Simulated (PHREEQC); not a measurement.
Solution (65 °C): 3.8 mmol/kgw HF, 55 mmol/kgw CsF and 180 mmol/kgw H2SO4. It is in equilibrium with CO2 at log p = -3.4 (atm). Otherwise closed; pH follows from the charge balance.

The numbers come from PHREEQC with the ion-association model, wateq4f.dat.

| quantity | before | after |
|---|---|---|
| pH | 0.96 | 1.56 |
| ionic strength (mol/kgw) | 0.211 | 0.0510 |
| HSO4- (mol/kgw) | 0.165 | 0.0286 |
| HF (mol/kgw) | 0.0549 | 0.0114 |
| SO4-2 (mol/kgw) | 0.0154 | 0.00741 |
| H2F2 (mol/kgw) | 0.00176 | 7.35e-5 |

Q: Which change was made?
(A) diluted 5-fold with water
(B) CsF replaced by CsCl at the same molality
(C) CsF from 0.055 to 0.55 mol/kgw
(D) H2SO4 from 0.18 to 0.018 mol/kgw
(E) 0.0094 mol/kgw Ca(OH)2 added

A: A, diluted 5-fold with water

Precipitation was switched off in this run. wateq4f.dat counts part of the HF as a dimer, H2F2, which phreeqc.dat doesn't know; its constant is uncertain. Away from 25 °C the constants follow the database's enthalpies or fits; those with neither stay at their 25 °C values.
